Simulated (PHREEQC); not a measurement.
## Polishing slurry liquid: an equilibrium model

A solution holds 0.022 mol KOH, 0.04 mol KNO3 and 4.7e-05 mol KH2PO4 per kg of water, at 25 °C. Closed to the air; pH follows from the charge balance.

Model: ion-association model, phreeqc.dat, run in PHREEQC.

Each row changes one thing in this solution. This is a speciation only: nothing precipitates in the calculation.

```json
[
 {"case": "as made", "pH": "12.24", "HPO4-2 (mol/kgw)": "1.33e-5", "H2PO4- (mol/kgw)": "6.64e-11"},
 {"case": "KH2PO4 replaced by K3PO4 at the same molality", "pH": "12.24", "HPO4-2 (mol/kgw)": "1.33e-5", "H2PO4- (mol/kgw)": "6.58e-11"},
 {"case": "KOH left out", "pH": "5.69", "HPO4-2 (mol/kgw)": "2.30e-6", "H2PO4- (mol/kgw)": "4.46e-5"},
 {"case": "0.062 mol/kgw HNO3 added", "pH": "1.48", "HPO4-2 (mol/kgw)": "3.94e-11", "H2PO4- (mol/kgw)": "9.94e-6"},
 {"case": "temperature from 25 to 65 °C", "pH": "11.14", "HPO4-2 (mol/kgw)": "3.17e-5", "H2PO4- (mol/kgw)": "1.56e-9"},
 {"case": "diluted 2-fold with water", "pH": "11.96", "HPO4-2 (mol/kgw)": "1.17e-5", "H2PO4- (mol/kgw)": "1.27e-10"}
]
```

Constants without temperature data keep their 25 °C values here.
